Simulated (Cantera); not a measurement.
An adiabatic, constant-pressure homogeneous reactor starts with CH3OH : O2 : N2 = 1 : 2.42 : 9.1 (molar parts), equivalence ratio 0.62, at 1075 K and 10.0 bar. Integrator tolerance rtol = 1e-08.

Model: GRI-Mech 3.0 (53 species, 325 reactions), integrated in Cantera. GRI-Mech 3.0 was tuned for natural gas; its chemistry of methanol as a main component is partial and can be far from experiment.

```json
[
 {"quantity": "time of steepest temperature rise", "before": "17.4 ms", "after": "0.299 s"},
 {"quantity": "temperature at 3.00 s", "before": "2338 K", "after": "2278 K"},
 {"quantity": "equilibrium temperature", "before": "2338 K", "after": "2278 K"},
 {"quantity": "x(CH3OH) at 3.00 s", "before": "<1e-12 (gas-phase equilibrium <1e-12)", "after": "<1e-12 (gas-phase equilibrium <1e-12)"},
 {"quantity": "x(O2) at 3.00 s", "before": "0.0656 (gas-phase equilibrium 0.0656)", "after": "0.0667 (gas-phase equilibrium 0.0667)"},
 {"quantity": "x(NO) at 3.00 s", "before": "0.00891 (gas-phase equilibrium 0.00891)", "after": "0.00793 (gas-phase equilibrium 0.00793)"},
 {"quantity": "x(O) at 3.00 s", "before": "0.000502 (gas-phase equilibrium 0.000502)", "after": "0.00200 (gas-phase equilibrium 0.00200)"},
 {"quantity": "x(H2O2) at 3.00 s", "before": "5.92e-7 (gas-phase equilibrium 5.92e-7)", "after": "8.93e-8 (gas-phase equilibrium 8.93e-8)"},
 {"quantity": "x(CO2) at 3.00 s", "before": "0.0753 (gas-phase equilibrium 0.0753)", "after": "0.0713 (gas-phase equilibrium 0.0713)"},
 {"quantity": "x(N2O) at 3.00 s", "before": "1.47e-6 (gas-phase equilibrium 1.47e-6)", "after": "2.33e-7 (gas-phase equilibrium 2.33e-7)"}
]
```

Task: What was changed between the two runs?
A. CH3OH 1 to 1.3 parts
B. CH3OH 1 to 2.1 parts
C. initial temperature 1075 to 1375 K
D. pressure from 10.0 bar to 0.320 bar

Result: D, pressure from 10.0 bar to 0.320 bar
